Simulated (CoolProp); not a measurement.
Vapour pressure (MPa) of n-dodecane: the reference equation beside estimates from Tc = 385.0 °C, pc = 1.818 MPa, ω = 0.574. Clausius-Clapeyron is anchored at 112.25 °C with a constant enthalpy of vaporisation of 53.50 kJ/mol.

Model: reference Helmholtz-energy equation of state, Lemmon 2004, in CoolProp. It is a short technical equation, of lower accuracy than the large ones.

```tsv
T (°C)	reference	Lee-Kesler	Clausius-Clapeyron	Redlich-Kwong
43.55	7.501e-5	7.496e-5	9.454e-5	0.002376
77.95	0.0006556	0.0006429	0.0006921	0.009658
112.25	0.003536	0.003469	0.003536	0.02872
146.55	0.01352	0.01338	0.01384	0.06870
180.85	0.04014	0.04009	0.04408	0.1404
215.15	0.09860	0.09914	0.1193	0.2550
249.45	0.2100	0.2117	0.2833	0.4240
283.75	0.4012	0.4042	0.6048	0.6579
```

Absolute difference from the reference over all 8 rows, mean and median: Lee-Kesler 0.9 and 0.8 %, Clausius-Clapeyron 18.8 and 15.4 %, Redlich-Kwong 766.9 and 329.0 %.
